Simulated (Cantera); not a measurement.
Input: 1 mol SiO₂, 0.59 mol Al₂O₃, 32 mol H₂, equilibrated at 1373 K and 16.0 mbar.

These are equilibrium values from Cantera (NASA tables, ideal gas, pure condensed phases), not measurements of a reactor. Candidate condensed phases: Al, Al₂O₃, Al₂SiO₅, Al₆Si₂O₁₃, H₂O, Si, SiO₂; 28 gas species. Mutual solubility and eutectic melting of coexisting phases are not modelled. The tables hold silica as quartz up to 1696 K and as liquid above; real silica turns to tridymite and cristobalite and melts near 1996 K. Condensed phases not in the tables: alloys, solid solutions and most ternary compounds. Kinetics and transport are ignored.

Problem. What is the equilibrium state?

Solution. 
```json
{
 "x(H₂)": "1.000",
 "x(H₂O)": "4.38e-5",
 "x(SiO)": "4.38e-5",
 "x(H)": "2.63e-5",
 "n(Al₆Si₂O₁₃(mullite))": "0.197 mol",
 "n(SiO₂(β-quartz))": "0.605 mol",
 "gas_amount": "32.00 mol",
 "log10 activity of Si(s) (absent)": "-3.54",
 "log10 activity of Al(l) (absent)": "-7.33"
}
```
